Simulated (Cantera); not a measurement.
A freely propagating, adiabatic, planar premixed flame of H2 : O2 : N2 : H2O = 1 : 0.676 : 2.54 : 0.6 (molar parts), equivalence ratio 0.74, unburnt at 425 K and 3530 Torr; multicomponent+Soret transport, grid criteria slope 0.08 and curve 0.16, no radiation.

Detailed kinetics in Cantera: the H2/O2 subset of GRI-Mech 3.0, which has no nitrogen chemistry. The hydrogen kinetics of GRI-Mech 3.0 are dated; newer H2 mechanisms differ, most at raised pressure. Burning velocities carry a grid error of a few per cent, more on coarse grids.

Question: Predict: laminar burning velocity; thermal thickness; peak x(OH); peak x(H2O2); peak x(O).

Answer: 
```
Item                         Result
------------------------  ---------
laminar burning velocity  62.1 cm/s
thermal thickness          0.100 mm
peak x(OH)                  0.00473
peak x(H2O2)               0.000279
peak x(O)                   0.00119
```
